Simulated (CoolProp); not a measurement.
Vapour-liquid equilibrium of CHF3 (R23) (1) + R143a (2) at -93.85 °C; x and y are mole fractions of (1).

Model: multi-fluid Helmholtz-energy mixture model, Penoncello 2003 and Lemmon and Jacobsen 2000; pair parameters Bell 2016, in CoolProp.

Give the bubble pressure and the first vapour's composition at x = 0.2, 0.425, 0.95. Is there an azeotrope?

x = 0.2: 13.65 kPa, y = 0.674; x = 0.425: 24.33 kPa, y = 0.871; x = 0.95: 46.41 kPa, y = 0.993. No azeotrope shows between x = 0.05 and 0.95.

Pair parameters are fitted to limited data, so mixtures are less certain than the pure fluids. The gap from Raoult's law changes sign with composition, which may be real or a fault of the pair parameters; it wasn't checked against measurements.
